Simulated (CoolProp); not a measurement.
Saturated liquid density (kg/m³) of decamethyltetrasiloxane (MD2M): the reference equation beside estimates from Tc = 599.4 K, pc = 11.44 bar, ω = 0.635. Rackett uses Z = 0.29056 − 0.08775 ω.

Model: reference Helmholtz-energy equation of state, Thol 2017, in CoolProp.

```
T (K)  reference  Rackett  van der Waals  Redlich-Kwong  Soave-Redlich-Kwong  Peng-Robinson
-----  ---------  -------  -------------  -------------  -------------------  -------------
407.1      737.4    865.5          414.3          603.0                659.6          744.3
410.9      733.2    860.3          412.1          599.1                656.2          740.6
414.7      729.1    855.1          409.9          595.2                652.7          736.8
418.6      724.8    849.8          407.7          591.2                649.0          732.8
422.4      720.5    844.5          405.4          587.2                645.4          728.8
426.3      716.2    839.0          403.1          583.0                641.6          724.7
430.1      711.9    833.7          400.7          578.9                637.7          720.5
434        707.4    828.1          398.3          574.6                633.7          716.2
437.8      703.0    822.6          396.0          570.4                629.8          711.9
441.7      698.5    816.9          393.5          566.0                625.6          707.3
445.5      694.0    811.3          391.1          561.6                621.4          702.8
```

Absolute difference from the reference over all 11 rows, mean and median: Rackett 17.1 and 17.1 %, van der Waals 43.7 and 43.7 %, Redlich-Kwong 18.6 and 18.6 %, Soave-Redlich-Kwong 10.5 and 10.4 %, Peng-Robinson 1.2 and 1.2 %.
